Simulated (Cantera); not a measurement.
**Halide evaporation, hydrolysis and transport: LiCl + H2**

A closed system holds: 1 mol LiCl, 0.95 mol H2, held at 4.60 Pa.

These are equilibrium values from Cantera (NASA tables, ideal gas, pure condensed phases), not measurements of a reactor. Candidate condensed phases: Li, LiCl, LiH; 11 gas species. Rates play no part.

| T (K) | log p H2 | log p LiCl | log p H | log p Li | log p Li2Cl2 | log p Cl | log p HCl | n LiCl(s) |
|---|---|---|---|---|---|---|---|---|
| 600 | -4.34 | -10.64 | <-16 | <-16 | -10.35 | <-16 | <-16 | 1.000 |
| 800 | -4.36 | -6.17 | -13.72 | -11.51 | -5.84 | <-16 | -11.51 | 0.915 |
| 1000 | -4.62 | -4.71 | -10.96 | -9.13 | -5.57 | -15.49 | -9.13 | 0 |
| 1200 | -4.65 | -4.63 | -9.03 | -7.95 | -7.17 | -12.39 | -7.95 | 0 |
| 1400 | -4.65 | -4.63 | -7.64 | -7.14 | -8.41 | -10.21 | -7.14 | 0 |
| 1600 | -4.66 | -4.64 | -6.59 | -6.53 | -9.35 | -8.57 | -6.53 | 0 |
| 1800 | -4.69 | -4.66 | -5.79 | -6.06 | -10.11 | -7.30 | -6.08 | 0 |
| 2000 | -4.79 | -4.72 | -5.18 | -5.69 | -10.80 | -6.32 | -5.80 | 0 |
| 2200 | -5.09 | -4.86 | -4.80 | -5.39 | -11.55 | -5.61 | -5.77 | 0 |
log p: log10 of the partial pressure in bar; n: condensed amount in mol.

From 600 K to 800 K the condensed part is LiCl(s). From 1000 K to 2200 K nothing is condensed. The main Li-bearing gas is Li2Cl2 at 600 K and LiCl at 2200 K.
